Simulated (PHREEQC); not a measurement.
PHREEQC input (ion-association model, phreeqc.dat):

```
SOLUTION 0
  temp 25
  units mmol/kgw
  pH 7 charge
  Cl 164.01
  Ba 82
  O(0) 1 O2(g) -0.68
SOLUTION 1-40
  temp 25
  units mmol/kgw
  pH 7 charge
  Br 4.2
  K 6.7
  Cl 2.51
  O(0) 1 O2(g) -0.68
END
EXCHANGE 1-40
  X 0.11
  -equilibrate 1
END
SELECTED_OUTPUT 1
  -reset false
  -pH true
  -pe true
  -ionic_strength true
  -water true
  -step true
  -totals Ba Br Cl K
  -molalities KX BaX2
  -saturation_indices Sylvite
PRINT
  -reset false
TRANSPORT
  -cells 40
  -shifts 160
  -lengths 0.0125
  -time_step 3600
  -dispersivities 0.04
  -boundary_conditions flux flux
  -correct_disp true
  -punch_cells 40
  -punch_frequency 5
END
```

Selected output (columns that matter, 23 of 33 rows; pore volumes added in front):

```
pore volumes	pH	mu	Ba	Br	Cl	K	m_KX	m_BaX2	si_Sylvite
0	5.0336	0.00671	0	0.0042	0.00251	0.0067	0.11	0	-5.7503
0.1375	5.0336	0.00671	0	0.0042	0.00251	0.0067	0.11	0	-5.7503
0.3875	5.0362	0.0081104	0	0.0041626	0.0039478	0.0081004	0.11	0	-5.478
0.5125	5.0465	0.015675	1.8292e-25	0.0039606	0.011715	0.015665	0.11	1.3266e-23	-4.7472
0.7625	5.0703	0.05428	2.0524e-07	0.0029299	0.051349	0.054269	0.11	1.2402e-06	-3.6399
0.8875	5.0779	0.077941	0.00014616	0.002302	0.075493	0.077492	0.10915	0.00042648	-3.345
1.1375	5.0884	0.12684	0.010004	0.0012595	0.11558	0.096821	0.086507	0.011747	-3.1035
1.2625	5.0921	0.15067	0.020133	0.0008937	0.12965	0.090263	0.072154	0.018923	-3.0991
1.5125	5.0968	0.18793	0.039905	0.00042696	0.14759	0.068199	0.049115	0.030443	-3.1845
1.6375	5.0983	0.20114	0.04798	0.00028971	0.15287	0.05719	0.040214	0.034893	-3.2519
1.8875	5.1001	0.21933	0.060196	0.00013019	0.159	0.038731	0.026583	0.041709	-3.412
2.0125	5.1007	0.22541	0.064643	8.6501e-05	0.16068	0.031475	0.021475	0.044262	-3.5001
2.1375	5.1011	0.23008	0.068214	5.7227e-05	0.16181	0.025428	0.017284	0.046358	-3.5916
2.3875	5.1017	0.23643	0.073347	2.4807e-05	0.16306	0.016376	0.011088	0.049456	-3.7819
2.5125	5.1018	0.23856	0.075158	1.6274e-05	0.16338	0.013074	0.0088436	0.050578	-3.8797
2.7625	5.1021	0.24148	0.077735	6.9678e-06	0.16374	0.0082699	0.0055881	0.052206	-4.0788
2.8875	5.1022	0.24248	0.078636	4.5505e-06	0.16384	0.0065567	0.0044294	0.052785	-4.1797
3.1375	5.1023	0.24385	0.079913	1.9355e-06	0.16394	0.0041015	0.0027701	0.053615	-4.3837
3.2625	5.1023	0.24432	0.080358	1.261e-06	0.16396	0.0032375	0.0021864	0.053907	-4.4866
3.5125	5.1024	0.24497	0.080985	5.3442e-07	0.16399	0.0020106	0.0013578	0.054321	-4.6936
3.6375	5.1024	0.2452	0.081202	3.4771e-07	0.164	0.0015824	0.0010686	0.054466	-4.7977
3.8875	5.1024	0.24551	0.081508	1.4707e-07	0.164	0.00097798	0.00066041	0.05467	-5.0068
4.0125	5.1025	0.24562	0.081614	9.5617e-08	0.16401	0.00076816	0.00051872	0.054741	-5.1117
```
